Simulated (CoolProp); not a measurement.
CH2F2 (R32) at 293.15 K and 0.176 MPa is throttled through a valve to 0.0652 MPa with no heat exchange. Each further row changes one setting.

Computed with CoolProp (reference Helmholtz-energy equation of state, Tillner-Roth 1997).

```tsv
case	temperature change (K)	final density (kg/m³)
as stated	-3.1	1.42
outlet pressure 0.0196 MPa	-4.4	0.426
outlet pressure 0.0848 MPa	-2.5	1.85
```
